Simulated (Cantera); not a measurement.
Cantera run:

```python
import numpy as np
import cantera as ct

gas_names = """
    F FO FO2 F2 F2O H HF HOF HO2 H2 H2F2 H2O H2O2 H3F3 H4F4 H5F5 H6F6 H7F7 O OH O2 O3
""".split()
cond_names = """
    H2O(s) H2O(L)
""".split()


def load(file, names, dense=False):
    # The tables refer to 1 bar. Condensed volumes are neglected.
    table = {s.name: s for s in ct.Species.list_from_file(file)}
    out = []
    for n in names:
        d = dict(table[n].input_data)
        d["thermo"] = dict(d["thermo"], **{"reference-pressure": 1e5})
        if dense:
            d["equation-of-state"] = {"model": "constant-volume", "density": "1e6 g/cm^3"}
        out.append(ct.Species.from_dict(d))
    return out


gas = ct.Solution(thermo="ideal-gas", species=load("nasa_gas.yaml", gas_names))
cond = {s.name: ct.Solution(thermo="fixed-stoichiometry", species=[s], name=s.name)
        for s in load("nasa_condensed.yaml", cond_names, dense=True)}
atoms = {
    'HF': {'H': 1, 'F': 1},
    'H2O': {'H': 2, 'O': 1},
    'H2': {'H': 2},
}
top_T = {}  # K; cautious upper limits of use, not melting points


def equilibrate(T, P, feed):
    n = {}
    for name, mol in feed.items():
        for a, k in atoms[name].items():
            n[a] = n.get(a, 0.0) + k * mol
    gas.TPX = T, P, n
    mass = sum(n.values()) * gas.mean_molecular_weight
    gas.equilibrate("TP")
    valid = [c for c in cond.values() if c.min_temp <= T <= top_T.get(c.name, c.max_temp)]
    mix = ct.Mixture([(gas, mass / gas.mean_molecular_weight)] + [(c, 0.0) for c in valid])
    mix.T, mix.P = T, P
    mix.equilibrate("TP", solver="vcs", rtol=1e-11, max_steps=5000)
    return mix


results = []
feed = {'HF': 1, 'H2O': 0.13, 'H2': 0.0012}  # mol
P = 133.322  # Pa
for T in [1950, 2100, 2250, 2400, 2550, 2700, 2850, 3000, 3150, 3300, 3450]:
    mix = equilibrate(T, P, feed)
    results.append((T, P, feed, dict(zip(mix.species_names, mix.species_moles))))

top = {s: max(r[3][s] / sum(r[3][g] for g in gas_names) for r in results) for s in gas_names}
cols = sorted((s for s in top if top[s] > 0.0001), key=lambda s: -top[s])[:9]
seen = [c for c in cond_names if any(r[3].get(c, 0) > 1e-12 for r in results)]
print("log10 of partial pressures in bar; condensed amounts in mol")
print(f"{'T/K':>10s}" + "".join(f"{s[:9]:>10s}" for s in cols + seen))
for T, P, feed, n in results:
    ng = sum(n[g] for g in gas_names)
    print(f"{T:10.4g}" + "".join(f"{np.log10(max(n[s] / ng * P / 1e5, 1e-99)):10.3f}" for s in cols)
          + "".join(f"{n.get(c, 0):10.4g}" for c in seen))
```

It prints:

```
log10 of partial pressures in bar; condensed amounts in mol
       T/K        HF         H         F       H2O         O        H2        OH        O2
      1950    -2.932    -5.397    -6.892    -3.862    -6.003    -4.913    -5.388    -5.314
      2100    -2.937    -4.831    -6.337    -3.930    -5.365    -4.649    -5.036    -5.016
      2250    -2.949    -4.366    -5.836    -4.071    -4.841    -4.473    -4.787    -4.816
      2400    -2.970    -4.008    -5.357    -4.344    -4.433    -4.418    -4.669    -4.742
      2550    -3.000    -3.767    -4.869    -4.823    -4.157    -4.523    -4.727    -4.846
      2700    -3.038    -3.620    -4.379    -5.489    -4.018    -4.749    -4.951    -5.151
      2850    -3.106    -3.501    -3.962    -6.196    -3.980    -4.977    -5.252    -5.597
      3000    -3.230    -3.383    -3.659    -6.865    -3.998    -5.162    -5.564    -6.103
      3150    -3.430    -3.283    -3.464    -7.512    -4.040    -5.345    -5.882    -6.614
      3300    -3.703    -3.218    -3.353    -8.155    -4.083    -5.561    -6.199    -7.087
      3450    -4.024    -3.183    -3.298    -8.781    -4.112    -5.808    -6.505    -7.498
```

Cantera equilibrium calculation (NASA polynomials, part measured and part estimated; ideal gas, pure solids and liquids).
